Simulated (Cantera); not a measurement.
Feed: 1 mol SiC, 0.4 mol H2O, 500 mol N2, 0.0011 mol O2, held at 2273 K and 73.0 Pa.

Equilibrium computed with Cantera from the NASA thermochemical tables; the gas is ideal and each condensed phase is pure. Candidate condensed phases: C, C6H6, C7H8, C8H18, H2O, Si, SiC, SiO2, Si2N2O, Si3N4; 151 gas species. Rates play no part.

Base state: N2 0.995, Si 0.00176, H 0.00137, CO 0.000801, CN 0.000477, SiC2 0.000221, HCN 0.000167, H2 1.95e-5 (mole fractions); condensed: C(graphite).

Task: What changes in the equilibrium state with this change: temperature from 2273 K to 1223 K?

Result: 
| species | before | after |
|---|---|---|
| N2 | 0.995 | 0.999 |
| H2 | 1.95e-5 | 0.000799 |
| CO | 0.000801 | 2.84e-5 |
| Si | 0.00176 | <1e-9 |
| H | 0.00137 | 3.14e-7 |
| CN | 0.000477 | <1e-9 |
| SiC2 | 0.000221 | <1e-9 |
| C2N2 | 1.73e-5 | <1e-9 |
| C(graphite), mol | 0.000675 | 0.984 |
| Si2N2O(s), mol | 0 | 0.388 |
| Si3N4(s), mol | 0 | 0.0747 |
N2 is the only nitrogen source here; it is nearly inert below about 1500 K, so the nitride shown seldom forms there in practice. Mutual solubility and eutectic melting of coexisting phases are not modelled.

Task: What changes in the equilibrium state with this change: H2O from 0.4 to 0.003 mol?

Result: 
```csv
species,before,after
N2,0.995,0.997
Si,0.00176,0.00176
CN,0.000477,0.000478
H,0.00137,1.06e-5
CO,0.000801,1.04e-5
H2,1.95e-5,1.16e-9
HCN,0.000167,1.29e-6
"C(graphite), mol",0.000675,0.489
```

Task: What changes in the equilibrium state with this change: SiC replaced by Si3N4?

Result: 
```csv
species,before,after
N2,0.995,0.993
Si,0.00176,0.00511
H,0.00137,0.00153
CO,0.000801,0
CN,0.000477,0
SiC2,0.000221,0
HCN,0.000167,0
C2N2,1.73e-5,0
"C(graphite), mol",0.000675,0
```
The tables' values for SiN are old estimates; treat these amounts as uncertain.
